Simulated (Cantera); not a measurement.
A perfectly stirred reactor is fed with CH4 : O2 : N2 = 1 : 4.17 : 15.7 (molar parts), at 443 Torr; it is adiabatic with a 375 K inlet, and is followed from long to short residence time, starting on the burning branch (τ in s: 0.26, 0.095, 0.034, 0.012, 0.0045, 0.0016, 0.00059, 0.00021, 7.7e-05).

Model: GRI-Mech 3.0 (53 species, 325 reactions), integrated in Cantera.

x: mole fraction; the columns are a selection and need not sum to one.

| τ (s) | T (K) | x CH4 | x O2 | x HCN | x CH3 | x NO | x HCO |
|---|---|---|---|---|---|---|---|
| 0.26 | 1496 | 1.76e-5 | 0.104 | 7.45e-10 | 2.22e-6 | 2.10e-6 | 8.39e-9 |
| 0.095 | 1492 | 3.35e-5 | 0.104 | 9.22e-10 | 3.88e-6 | 1.68e-6 | 2.42e-8 |
| 0.034 | 1485 | 6.49e-5 | 0.104 | ? | 6.74e-6 | 1.27e-6 | 7.10e-8 |
| 0.012 | 1470 | 0.000130 | 0.105 | ? | 1.18e-5 | 9.99e-7 | 2.10e-7 |
| 0.0045 | 1444 | 0.000268 | 0.106 | ? | 2.09e-5 | 8.54e-7 | 5.74e-7 |
| 0.0016 | 1383 | 0.000749 | 0.110 | ? | 4.71e-5 | 5.46e-7 | 1.61e-6 |
| 0.00059 | 375 | 0.0479 | 0.200 | <1e-12 | <1e-12 | <1e-12 | <1e-12 |
| 0.00021 | 375 | 0.0479 | 0.200 | <1e-12 | <1e-12 | <1e-12 | <1e-12 |
| 7.7e-5 | 375 | 0.0479 | 0.200 | <1e-12 | <1e-12 | <1e-12 | <1e-12 |

### Question
Complete the blanks.

### Answer

- 0.034, x HCN: 1.29e-9
- 0.012, x HCN: 2.30e-9
- 0.0045, x HCN: 4.64e-9
- 0.0016, x HCN: 1.02e-8
